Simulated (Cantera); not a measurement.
Charge: 1 mol HgO, 0.7 mol O2, 0.74 mol H2, at 752 °C and 0.000250 bar.

Equilibrium computed with Cantera from the NASA thermochemical tables; the gas is ideal and each condensed phase is pure. Candidate condensed phases: H2O, Hg, HgO; 10 gas species. Kinetics and transport are ignored.

Base state: Hg 0.389, O2 0.323, H2O 0.288 (mole fractions); condensed: gas only.

What changes in the equilibrium state with this change: temperature from 752 °C to 177 °C?


```tsv
species	before	after
H2O	0.288	0.629
O2	0.323	0.311
Hg	0.389	0.0603
HgO(s), mol	0	0.929
```
